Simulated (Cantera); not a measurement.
A Cantera script and what it prints.

```python
import numpy as np
import cantera as ct

gas_names = """
    H HNO HNO2 HNO3 HO2 H2 H2O H2O2 N NH NH2 NH3 NH2OH NO NO2 NO3 N2 N2H2 N2H4 N2O O OH O2 O3 V VN VO
    VO2
""".split()
cond_names = """
    H2O(s) H2O(L) V(cr) V(L) VN(s) VO(s) VO(L) V2O3(s) V2O3(L) V2O4(I) V2O4(II) V2O4(L) V2O5(s) V2O5(L)
""".split()


# ... load() reads the species with a 1 bar reference pressure and builds the phases ...
atoms = {
    'V': {'V': 1},
    'NH3': {'N': 1, 'H': 3},
    'N2O': {'N': 2, 'O': 1},
}
top_T = {'VN(s)': 2300}  # K; cautious upper limits of use, not melting points


# ... equilibrate(T, P, feed) seeds the gas with the atoms and calls Mixture.equilibrate('TP', solver="vcs", rtol=1e-11, max_steps=5000) ...
results = []
feed = {'V': 1, 'NH3': 0.51, 'N2O': 0.39}  # mol
P = 10000  # Pa
for T in [1898, 1998, 2098, 2198, 2298, 2398, 2498, 2598, 2698, 2798]:
    mix = equilibrate(T, P, feed)
    results.append((T, P, feed, dict(zip(mix.species_names, mix.species_moles))))
    x = sorted(zip(gas.X, gas.species_names), reverse=True)
    print(f"T = {T:g} K  P = {P:g} Pa  gas = {mix.phase_moles(0):.4g} mol")
    print("   x: " + "  ".join(f"{s} {v:.3e}" for v, s in x if v > 0.0001))
    print("   condensed (mol): " + ("  ".join(f"{mix.phase(i).name} {mix.phase_moles(i):.4g}"
          for i in range(1, mix.n_phases) if mix.phase_moles(i) > 1e-12) or "none"))
```

It prints:

```
T = 1898 K  P = 10000 Pa  gas = 1.106 mol
   x: H2 6.899e-01  N2 3.070e-01  H 2.053e-03  H2O 1.074e-03
   condensed (mol): VN(s) 0.6112  VO(s) 0.3888
T = 1998 K  P = 10000 Pa  gas = 1.107 mol
   x: H2 6.881e-01  N2 3.067e-01  H 4.208e-03  H2O 9.192e-04
   condensed (mol): VN(s) 0.611  VO(s) 0.3889
T = 2098 K  P = 10000 Pa  gas = 1.109 mol
   x: H2 6.849e-01  N2 3.062e-01  H 8.053e-03  H2O 7.529e-04
   condensed (mol): VN(s) 0.6108  VO(L) 0.389
T = 2198 K  P = 10000 Pa  gas = 1.114 mol
   x: H2 6.792e-01  N2 3.052e-01  H 1.451e-02  H2O 5.688e-04  V 2.707e-04  VO 2.550e-04
   condensed (mol): VN(s) 0.6104  VO(L) 0.389
T = 2298 K  P = 10000 Pa  gas = 1.428 mol
   x: H2 5.241e-01  N2 4.516e-01  H 2.193e-02  V 1.077e-03  VO 7.497e-04  H2O 4.615e-04
   condensed (mol): V(L) 0.6092  VO(L) 0.3881
T = 2398 K  P = 10000 Pa  gas = 1.443 mol
   x: H2 5.116e-01  N2 4.469e-01  H 3.564e-02  V 3.029e-03  VO 2.004e-03  H2O 5.927e-04  VO2 1.867e-04
   condensed (mol): V(L) 0.6068  VO(L) 0.3857
T = 2498 K  P = 10000 Pa  gas = 1.47 mol
   x: H2 4.920e-01  N2 4.388e-01  H 5.528e-02  V 7.804e-03  VO 4.927e-03  H2O 7.338e-04  VO2 4.779e-04
   condensed (mol): V(L) 0.6003  VO(L) 0.3802
T = 2598 K  P = 10000 Pa  gas = 1.519 mol
   x: H2 4.617e-01  N2 4.245e-01  H 8.181e-02  V 1.862e-02  VO 1.125e-02  VO2 1.133e-03  H2O 8.699e-04
   condensed (mol): V(L) 0.5848  VO(L) 0.3681
T = 2698 K  P = 10000 Pa  gas = 1.613 mol
   x: H2 4.159e-01  N2 4.000e-01  H 1.150e-01  V 4.151e-02  VO 2.407e-02  VO2 2.512e-03  H2O 9.732e-04
   condensed (mol): V(L) 0.5488  VO(L) 0.3414
T = 2798 K  P = 10000 Pa  gas = 1.8 mol
   x: N2 3.582e-01  H2 3.481e-01  H 1.516e-01  V 8.708e-02  VO 4.858e-02  VO2 5.242e-03  H2O 9.967e-04  OH 1.218e-04
   condensed (mol): V(L) 0.4647  VO(L) 0.2816
```

Cantera equilibrium calculation (NASA polynomials, part measured and part estimated; ideal gas, pure solids and liquids). Each liquid is taken as pure. Mutual solubility and eutectic melting of coexisting phases are not modelled. VN, VO: taken at fixed stoichiometry. Condensed phases not in the tables: solid solutions among these carbides, nitrides and lower oxides, V2N, N, O or C dissolved in the metal.
